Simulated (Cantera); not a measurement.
An adiabatic, constant-pressure homogeneous reactor starts with 12.8 % CH4, 18.3 % O2, 68.8 % N2, equivalence ratio 1.4, at 1400 K and 173 Torr.

Cantera simulation using GRI-Mech 3.0 (53 species, 325 reactions); the numbers are that mechanism's predictions, not measurements.

Question: Predict: time of steepest temperature rise; temperature at 0.400 s; equilibrium temperature; x(O2) at 0.400 s; x(NO) at 0.400 s; x(N2O) at 0.400 s; x(HO2) at 0.400 s.

Answer: 
```json
{
  "time_of_steepest_temperature_rise": "11.9 ms",
  "temperature at 0.400 s": "2600 K",
  "equilibrium_temperature": "2600 K",
  "x(O2) at 0.400 s": "0.00291 (gas-phase equilibrium 0.00291)",
  "x(NO) at 0.400 s": "0.00286 (gas-phase equilibrium 0.00286)",
  "x(N2O) at 0.400 s": "6.80e-8 (gas-phase equilibrium 6.80e-8)",
  "x(HO2) at 0.400 s": "6.46e-7 (gas-phase equilibrium 6.46e-7)"
}
```
